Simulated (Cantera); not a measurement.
A perfectly stirred reactor is fed with CO : O₂ : H₂O : N₂ = 0.0056 : 0.034 : 0.0006 : 0.47 (molar parts), at 930000 Pa; it is held at 1100 K, and followed from long to short residence time.

Detailed kinetics in Cantera: GRI-Mech 3.0 (53 species, 325 reactions).

One state of this run: x CO = 0.00850; x O₂ = 0.0655; x H₂O = 0.00118; x N₂O = 4.18e-7; x NO₂ = 1.66e-9. x: mole fraction; the columns are a selection and need not sum to one.

Task: Which value of τ (s) does it belong to?
(A) 0.012
(B) 0.029
(C) 0.17
(D) 0.0048

Result: C, 0.17
